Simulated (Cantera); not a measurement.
A Cantera script and its output.

```python
import numpy as np
import cantera as ct

gas = ct.Solution("gri30.yaml")
gas.TPX = 1300, 101325, {'H2': 1, 'O2': 0.278, 'N2': 2.33, 'H2O': 0.11}
reactor = ct.IdealGasConstPressureReactor(gas, energy="on", clone=False)
net = ct.ReactorNet([reactor])
net.rtol, net.atol = 1e-08, 1e-16
show = ['H2', 'O2', 'H2O', 'N2O', 'O', 'NO']
times = np.geomspace(5e-06, 0.9, 11)

steps = ct.SolutionArray(gas, extra=["t"])
rows = []
print(f"{'t/s':>10s}{'T/K':>9s}{'P/Pa':>11s}" + "".join(f"{s:>11s}" for s in show))
for t in times:
    while net.time < t:
        t_next = net.step()
        steps.append(gas.state, t=t_next)
    rows.append([np.interp(t, steps.t, y) for y in (steps.T, steps.P, *steps(*show).X.T)])
    print(f"{t:10.3e}{rows[-1][0]:9.1f}{rows[-1][1]:11.4g}" + "".join(f"{x:11.3e}" for x in rows[-1][2:]))
rate = np.gradient(steps.T, steps.t)
print("integrator steps:", len(steps.t))
if steps.T.max() > steps.T[0] + 200:
    print(f"time of steepest temperature rise: {steps.t[rate.argmax()]:.4e} s")
gas.TPX = 1300, 101325, {'H2': 1, 'O2': 0.278, 'N2': 2.33, 'H2O': 0.11}
gas.equilibrate("HP")
print(f"equilibrium (HP): T = {gas.T:.1f} K  " + "  ".join(f"{s} {gas[s].X[0]:.3e}" for s in show))
```

It prints:

```
       t/s      T/K       P/Pa         H2         O2        H2O        N2O          O         NO
 5.000e-06   1300.0  1.013e+05  2.690e-01  7.477e-02  2.959e-02  1.111e-14  6.469e-09  2.499e-18
 1.677e-05   1300.0  1.013e+05  2.690e-01  7.477e-02  2.959e-02  7.060e-13  3.292e-07  1.268e-15
 5.624e-05   1637.2  1.013e+05  9.559e-02  4.484e-03  1.620e-01  1.522e-08  5.097e-03  4.057e-06
 1.886e-04   2116.2  1.013e+05  1.168e-01  6.974e-04  1.816e-01  8.538e-09  1.041e-03  2.608e-05
 6.325e-04   2269.9  1.013e+05  1.243e-01  1.060e-04  1.892e-01  6.143e-09  1.637e-04  3.702e-05
 2.121e-03   2320.2  1.013e+05  1.270e-01  1.998e-05  1.917e-01  5.512e-09  3.152e-05  4.408e-05
 7.114e-03   2327.0  1.013e+05  1.274e-01  1.330e-05  1.920e-01  5.437e-09  2.116e-05  5.305e-05
 2.386e-02   2326.8  1.013e+05  1.274e-01  1.324e-05  1.920e-01  5.657e-09  2.107e-05  7.658e-05
 8.002e-02   2326.6  1.013e+05  1.274e-01  1.319e-05  1.920e-01  6.158e-09  2.100e-05  1.131e-04
 2.684e-01   2326.5  1.013e+05  1.274e-01  1.318e-05  1.919e-01  6.307e-09  2.098e-05  1.220e-04
 9.000e-01   2326.5  1.013e+05  1.274e-01  1.318e-05  1.919e-01  6.308e-09  2.098e-05  1.220e-04
integrator steps: 1383
time of steepest temperature rise: 4.9041e-05 s
equilibrium (HP): T = 2326.5 K  H2 1.274e-01  O2 1.318e-05  H2O 1.919e-01  N2O 6.308e-09  O 2.098e-05  NO 1.220e-04
```

Detailed kinetics in Cantera: GRI-Mech 3.0 (53 species, 325 reactions).
